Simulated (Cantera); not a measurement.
Mixture: CO : H2 : CH4 : O2 : N2 : CO2 = 1 : 0.54 : 0.038 : 0.604 : 2.27 : 0.33 (molar parts), equivalence ratio 1.4, at 1.01 bar, adiabatic and at constant pressure. Ignition delay is the time to a rise of 400 K.

Computed with Cantera and GRI-Mech 3.0 (53 species, 325 reactions). Where the delays flatten at high temperature, the 400 K rule measures the pace of heat release, not the induction time.

Question: Predict: delay at 1200 K; delay at 1400 K; delay at 1600 K; delay at 1800 K; delay at 2000 K.

Answer: 
| Property | Result |
|---|---|
| delay at 1200 K | 81.8 µs |
| delay at 1400 K | 39.7 µs |
| delay at 1600 K | 31.5 µs |
| delay at 1800 K | 34.3 µs |
| delay at 2000 K | 43.0 µs |
